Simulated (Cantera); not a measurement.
# Ignition delay

Mixture: CH₄ : CO : O₂ : N₂ = 0.53 : 1.4 : 3.91 : 16.4 (molar parts), equivalence ratio 0.45, at 1.00 bar, adiabatic and at constant volume. Ignition delay is the time to a rise of 400 K.

Computed with Cantera and GRI-Mech 3.0 (53 species, 325 reactions).

| T0 (K) | delay (ms) |
|---|---|
| 1250 | 8.53 |
| 1300 | 4.46 |
| 1350 | 2.49 |
| 1400 | 1.49 |
| 1450 | 0.945 |
| 1500 | 0.632 |
| 1550 | 0.441 |
| 1600 | 0.318 |

```yaml
apparent activation energy between 1500 and 1600 K: 140 kJ/mol
```
